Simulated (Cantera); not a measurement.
Input: 1 mol CH₃Cl, 6.3 mol H₂, held at 0.000260 bar.

Method: chemical equilibrium by Gibbs-energy minimisation in Cantera with the NASA 1993 tables (ideal gas, pure condensed phases). Candidate condensed phases: C, C₆H₆, C₇H₈, C₈H₁₈; 91 gas species. The numbers say what is thermodynamically allowed, not how fast it happens.

Task: At 2025 °C, list the 6 most abundant gas species with their mole fractions, and the condensed phases.

Result: H₂ 0.489, H 0.415, HCl 0.0579, Cl 0.0354, C₂H₂ (acetylene) 0.00209, C₂H 7.99e-5. Condensed: C(graphite).
